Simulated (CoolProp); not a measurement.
Vapour-liquid equilibrium of n-pentane (1) + acetone (2) at 0.0217 MPa; x and y are mole fractions of (1).

Model: multi-fluid Helmholtz-energy mixture model, Thol 2019 and Lemmon 2006; pair parameters Bell 2016, in CoolProp.

Give the bubble temperature and the first vapour's composition at x = 0.2, 0.8, 0.95. Is there an azeotrope?

x = 0.2: -2.9 °C, y = 0.680; x = 0.8: -5.3 °C, y = 0.769; x = 0.95: -4.0 °C, y = 0.894. y crosses x between x = 0.65 and 0.8: the model has an azeotrope there.

Pair parameters are fitted to limited data, so mixtures are less certain than the pure fluids. With so large a gap from Raoult's law the liquid may split in two, which this calculation doesn't test in full.
